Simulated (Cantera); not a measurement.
Feed: 1 mol CH3Cl, 0.19 mol Si, held at 2675 K and 8.70 mbar.

These are equilibrium values from Cantera (NASA tables, ideal gas, pure condensed phases), not measurements of a reactor. Candidate condensed phases: C, C6H6, C7H8, C8H18, Si, SiC; 109 gas species. The tables' values for SiCl are old estimates; treat these amounts as uncertain. Gases not in the tables: Si2H6 and higher silanes. The numbers say what is thermodynamically allowed, not how fast it happens.

Question: What is the equilibrium state?

Answer: 
```json
{
 "x(H)": "0.295",
 "x(H2)": "0.283",
 "x(HCl)": "0.201",
 "x(Cl)": "0.146",
 "x(Si)": "0.0414",
 "x(SiC2)": "0.0172",
 "x(C2H2 (acetylene))": "0.00610",
 "x(SiCl2)": "0.00410",
 "x(SiCl)": "0.00377",
 "n(C(graphite))": "0.857 mol",
 "gas_amount": "2.789 mol",
 "log10 activity of Si(l) (absent)": "-1.65"
}
```
